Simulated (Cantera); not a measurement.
Gas mixture: H2O : NO = 0.27 : 0.19 (molar parts), at 0.987 atm, frozen composition.

Cantera's kinetic-theory transport with the Lennard-Jones parameters of GRI-Mech 3.0, ideal gas; thermal conductivity in the multicomponent form. Polar gases are described roughly by these parameters. The composition is frozen, though it would react at the higher temperatures.

One state of this run: ρ (kg/m³) = 0.502; cp (J/kg/K) = 1468; μ (µPa s) = 23.7; λ (mW/m/K) = 51.8; Pr = 0.673; D (cm²/s) H2O = 0.718; D (cm²/s) O = 1.05; D (cm²/s) H2 = 2.41. D: mixture-averaged diffusion coefficient of that species in the mixture.

Q: Which value of T (K) does it belong to?
A) 550
B) 1000
C) 1150
D) 1450

A: A, 550
